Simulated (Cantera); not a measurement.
Input: 1 mol trisilylamine, 1.8 mol NH3, equilibrated at 1548 K and 10000 Pa.

Equilibrium computed with Cantera from the NASA thermochemical tables; the gas is ideal and each condensed phase is pure. Candidate condensed phases: Si, Si3N4; 18 gas species. The feed counts by its element totals alone. Mutual solubility and eutectic melting of coexisting phases are not modelled. Equilibrium is a limit: real reactors are often held back by kinetics, nucleation or transport.

Base state: H2 0.999, N2 0.00118, H 9.73e-5 (mole fractions); condensed: Si(s) + Si3N4(s).

### Question
What changes in the equilibrium state with this change: trisilylamine replaced by SiF4?

### Answer
```csv
species,before,after
H2,0.999,0.571
SiF4,0,0.197
N2,0.00118,0.194
HF,0,0.0196
SiF3,0,0.0144
SiHF3,0,0.00393
SiF2,0,0.000556
"Si(s), mol",0.913,0
"Si3N4(s), mol",0.696,0
```
The tables' values for SiF3, SiF2 are old estimates; treat these amounts as uncertain.

### Question
What changes in the equilibrium state with this change: NH3 from 1.8 to 5.2 mol?

### Answer
```json
[
 {"species": "H2", "before": "0.999", "after": "0.918"},
 {"species": "N2", "before": "0.00118", "after": "0.0821"},
 {"species": "H", "before": "9.73e-5", "after": "9.33e-5"},
 {"species": "Si(s), mol", "before": "0.913", "after": "0"},
 {"species": "Si3N4(s), mol", "before": "0.696", "after": "1.000"}
]
```
